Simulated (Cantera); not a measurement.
Cantera run:

```python
import numpy as np
import cantera as ct

gas_names = """
    C CH CH2 CH3 CH2OH CH3O CH4 CH3OH CO CO2 COOH C2 C2H CHCO,ketyl C2H2,acetylene C2H2,vinylidene
    CH2CO,ketene C2H3,vinyl CH3CO,acetyl C2H4 C2H4O,ethylen CH3CHO,ethanal CH3COOH (HCOOH)2 C2H5 C2H6
    CH3OCH3 C2H5OH C2O C3 C3H3,propargyl C3H4,allene C3H4,propyne C3H4,cyclo- C3H5,allyl C3H6,propylene
    C3H6,cyclo- C3H6O C3H7,n-propyl C3H7,i-propyl C3H8 C3H8O,1propanol C3H8O,2propanol C3O2 C4 C4H2
    C4H4,1,3-cyclo- C4H6,butadiene C4H6,2-butyne C4H6,cyclo- C4H8,1-butene C4H8,cis2-buten
    C4H8,tr2-butene C4H8,isobutene C4H8,cyclo- (CH3COOH)2 C4H9,n-butyl C4H9,i-butyl C4H9,s-butyl
    C4H9,t-butyl C4H10,isobutane C4H10,n-butane C5 C5H6,1,3cyclo- C5H8,cyclo- C5H10,1-pentene
    C5H10,cyclo- C5H11,pentyl C5H11,t-pentyl C5H12,n-pentane C5H12,i-pentane CH3C(CH3)2CH3 C6H2
    C6H5,phenyl C6H5O,phenoxy C6H6 C6H5OH,phenol C6H10,cyclo- C6H12,1-hexene C6H12,cyclo- C6H13,n-hexyl
    C7H7,benzyl C7H8 C7H8O,cresol C7H14,1-heptene C7H15,n-heptyl C7H16,n-heptane C8H8,styrene
    C8H10,ethylbenz C8H16,1-octene C8H17,n-octyl C8H18,isooctane C8H18,n-octane C9H19,n-nonyl
    C10H8,naphthale C10H21,n-decyl C12H9,o-bipheny C12H10,bipheny H HCO HO2 H2 HCHO,formaldehy HCOOH H2O
    H2O2 O OH O2 O3 Si SiC SiC2 SiC4H12 SiH SiH2 SiH3 SiH4 SiO SiO2 Si2 Si2C Si3
""".split()
cond_names = """
    C(gr) C6H6(L) C7H8(L) C8H18(L),n-octa H2O(s) H2O(L) Si(cr) Si(L) SiC(b) SiO2(Lqz) SiO2(hqz) SiO2(L)
""".split()


def load(file, names, dense=False):
    # The tables refer to 1 bar. Condensed volumes are neglected.
    table = {s.name: s for s in ct.Species.list_from_file(file)}
    out = []
    for n in names:
        d = dict(table[n].input_data)
        d["thermo"] = dict(d["thermo"], **{"reference-pressure": 1e5})
        if dense:
            d["equation-of-state"] = {"model": "constant-volume", "density": "1e6 g/cm^3"}
        out.append(ct.Species.from_dict(d))
    return out


gas = ct.Solution(thermo="ideal-gas", species=load("nasa_gas.yaml", gas_names))
cond = {s.name: ct.Solution(thermo="fixed-stoichiometry", species=[s], name=s.name)
        for s in load("nasa_condensed.yaml", cond_names, dense=True)}
atoms = {
    'HMDSO': {'Si': 2, 'C': 6, 'H': 18, 'O': 1},
    'CO2': {'C': 1, 'O': 2},
    'H2': {'H': 2},
}
top_T = {'C(gr)': 4500, 'SiC(b)': 3050}  # K; cautious upper limits of use, not melting points


def equilibrate(T, P, feed):
    n = {}
    for name, mol in feed.items():
        for a, k in atoms[name].items():
            n[a] = n.get(a, 0.0) + k * mol
    gas.TPX = T, P, n
    mass = sum(n.values()) * gas.mean_molecular_weight
    gas.equilibrate("TP")
    valid = [c for c in cond.values() if c.min_temp <= T <= top_T.get(c.name, c.max_temp)]
    mix = ct.Mixture([(gas, mass / gas.mean_molecular_weight)] + [(c, 0.0) for c in valid])
    mix.T, mix.P = T, P
    mix.equilibrate("TP", solver="vcs", rtol=1e-11, max_steps=5000)
    return mix


results = []
feed = {'HMDSO': 1, 'CO2': 0.17, 'H2': 96}  # mol
P = 1000  # Pa
for T in [1100, 1200, 1300, 1400, 1500, 1600, 1700]:
    mix = equilibrate(T, P, feed)
    results.append((T, P, feed, dict(zip(mix.species_names, mix.species_moles))))
    x = sorted(zip(gas.X, gas.species_names), reverse=True)
    print(f"T = {T:g} K  P = {P:g} Pa  gas = {mix.phase_moles(0):.4g} mol")
    print("   x: " + "  ".join(f"{s} {v:.3e}" for v, s in x if v > 1e-05))
    print("   condensed (mol): " + ("  ".join(f"{mix.phase(i).name} {mix.phase_moles(i):.4g}"
          for i in range(1, mix.n_phases) if mix.phase_moles(i) > 1e-12) or "none"))
```

Output:

```
T = 1100 K  P = 1000 Pa  gas = 105 mol
   x: H2 9.993e-01  CH4 3.584e-04  CO 3.454e-04
   condensed (mol): C(gr) 4.748  SiC(b) 1.348  SiO2(hqz) 0.6518
T = 1200 K  P = 1000 Pa  gas = 105.6 mol
   x: H2 9.944e-01  CO 5.446e-03  CH4 1.562e-04
   condensed (mol): C(gr) 3.961  SiC(b) 1.617  SiO2(hqz) 0.3824
T = 1300 K  P = 1000 Pa  gas = 106.3 mol
   x: H2 9.873e-01  CO 1.259e-02  CH4 7.666e-05  H 1.099e-05
   condensed (mol): C(gr) 2.824  SiC(b) 1.999
T = 1400 K  P = 1000 Pa  gas = 106.3 mol
   x: H2 9.873e-01  CO 1.259e-02  H 4.833e-05  CH4 4.211e-05  SiO 1.574e-05
   condensed (mol): C(gr) 2.828  SiC(b) 1.998
T = 1500 K  P = 1000 Pa  gas = 106.3 mol
   x: H2 9.872e-01  CO 1.258e-02  H 1.749e-04  CH4 2.504e-05  SiO 2.465e-05
   condensed (mol): C(gr) 2.831  SiC(b) 1.997
T = 1600 K  P = 1000 Pa  gas = 106.4 mol
   x: H2 9.868e-01  CO 1.256e-02  H 5.401e-04  SiO 3.643e-05  C2H2,acetylene 2.714e-05  CH4 1.590e-05
   condensed (mol): C(gr) 2.83  SiC(b) 1.996
T = 1700 K  P = 1000 Pa  gas = 106.4 mol
   x: H2 9.859e-01  CO 1.254e-02  H 1.463e-03  C2H2,acetylene 7.236e-05  SiO 5.134e-05  CH4 1.065e-05
   condensed (mol): C(gr) 2.825  SiC(b) 1.994
```

These are equilibrium values from Cantera (NASA tables, ideal gas, pure condensed phases), not measurements of a reactor. The feed counts by its element totals alone. Mutual solubility and eutectic melting of coexisting phases are not modelled. The tables hold silica as quartz up to 1696 K and as liquid above; real silica turns to tridymite and cristobalite and melts near 1996 K.
